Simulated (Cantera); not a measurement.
**Equilibrium for thermal oxidation and active oxidation of silicon: Si + H2O + N2**

Input: 1 mol Si, 0.049 mol H2O, 1.1 mol N2, at 360 Torr.

Cantera equilibrium calculation (NASA polynomials, part measured and part estimated; ideal gas, pure solids and liquids). Candidate condensed phases: H2O, Si, SiO2, Si2N2O, Si3N4; 35 gas species. Mutual solubility and eutectic melting of coexisting phases are not modelled. The tables' values for SiN are old estimates; treat these amounts as uncertain. Gases not in the tables: Si2H6 and higher silanes. Rates play no part.

From 1698 K to 2073 K the condensed part is Si2N2O(s) + Si3N4(s). At 2148 K the condensed part is Si(l). The main Si-bearing gas is SiO throughout.

```
T (K)   x N2    x H2     x SiO       x H      x Si    x Si2N    x SiN  n Si2N2O(s)  n Si3N4(s)  n Si(l)
-----  -----  ------  --------  --------  --------  --------  -------  -----------  ----------  -------
1698   0.902  0.0982   1.87e-5   6.54e-5   3.14e-8  5.23e-10  1.26e-8       0.0490       0.301        0
1773   0.902  0.0982  0.000104  0.000129   2.45e-7   7.11e-9  7.75e-8       0.0489       0.301        0
1848   0.901  0.0981  0.000502  0.000240   1.62e-6   7.77e-8  4.11e-7       0.0487       0.301        0
1923   0.900  0.0977   0.00213  0.000425   9.20e-6   7.02e-7  1.91e-6       0.0479       0.301        0
1998   0.894  0.0968   0.00811  0.000720   4.59e-5   5.36e-6  7.87e-6       0.0449       0.302        0
2073   0.877  0.0939    0.0280   0.00116  0.000205   3.56e-5  2.93e-5       0.0345       0.305        0
2148   0.917  0.0402    0.0409   0.00121  0.000458   6.57e-5  5.70e-5            0           0    0.950
```
x: gas mole fraction; n: condensed amount in mol.
